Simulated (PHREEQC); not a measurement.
Dissolve 46 mmol/kgw NaH2PO4 and 7.2 mmol/kgw K2HPO4 at 25 °C. Closed to the air; pH follows from the charge balance.

Computed with PHREEQC (ion-association model, phreeqc.dat).

This is a speciation only: nothing precipitates in the calculation.

Order these P species by the share of P that they hold, largest first: HPO4-2, H2PO4-, NaHPO4-, KHPO4-.

H2PO4- (86 %), HPO4-2 (13 %), NaHPO4- (0.49 %), KHPO4- (0.15 %)

The pH is 6.10 and the ionic strength 0.0669 mol/kgw. Species that the database lacks are ignored.
